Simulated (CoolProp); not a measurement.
Nitrous oxide along the isotherm 243.6 K: Z from the reference equation and from simpler models built on Tc = 309.5 K, pc = 72.45 bar, ω = 0.161; each cubic takes its own stable root.

Computed with CoolProp (reference Helmholtz-energy equation of state, Lemmon 2006). It is a short technical equation, of lower accuracy than the large ones.

```tsv
p (bar)	phase	reference	Redlich-Kwong	Soave-Redlich-Kwong	Peng-Robinson
22.6	liquid	0.04725	[?]	0.05165	0.04555
45.3	liquid	0.09401	0.1050	[?]	[?]
67.9	liquid	[?]	0.1554	0.1518	0.1342
90.6	liquid	0.1855	0.2050	0.2005	0.1774
113	liquid	0.2300	0.2531	[?]	0.2196
136	liquid	0.2752	0.3017	[?]	0.2623
158	liquid	[?]	0.3475	0.3412	0.3026
181	liquid	0.3624	[?]	0.3880	0.3444
```

Fill in the missing entries.


- 22.6, Redlich-Kwong: 0.05313
- 45.3, Soave-Redlich-Kwong: 0.1023
- 45.3, Peng-Robinson: 0.09035
- 67.9, reference: 0.1399
- 113, Soave-Redlich-Kwong: 0.2479
- 136, Soave-Redlich-Kwong: 0.2959
- 158, reference: 0.3180
- 181, Redlich-Kwong: 0.3948
